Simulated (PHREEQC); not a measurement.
Solution (25 °C): 1.2 mmol/kgw KOH and 0.013 mmol/kgw H4SiO4. Closed to the air; pH follows from the charge balance.

Computed with PHREEQC (ion-association model, wateq4f.dat).

Each row changes one thing in this solution. Precipitation was switched off in this run.

```csv
case,pH,ionic strength (mol/kgw),H3SiO4- (mol/kgw),H4SiO4 (mol/kgw),SI of Quartz (SiO2)
as made,11.06,0.00120,1.22e-5,6.97e-7,-2.18
KOH left out,6.96,1.09e-7,___,1.30e-5,-0.91
KOH from 0.0012 to 0.0006 mol/kgw,10.76,0.000600,___,1.34e-6,-1.89
0.0015 mol/kgw LiOH added,___,0.00270,1.24e-5,3.14e-7,-2.52
diluted 100-fold with water,9.08,1.20e-5,1.95e-8,___,-2.98
H4SiO4 from 1.3e-05 to 1.95e-05 mol/kgw,11.05,0.00120,1.83e-5,1.05e-6,-2.00
```

Question: Complete the blanks.

Answer: 
- KOH left out, H3SiO4- (mol/kgw): 1.75e-8
- KOH from 0.0012 to 0.0006 mol/kgw, H3SiO4- (mol/kgw): 1.16e-5
- 0.0015 mol/kgw LiOH added, pH: 11.40
- diluted 100-fold with water, H4SiO4 (mol/kgw): 1.11e-7
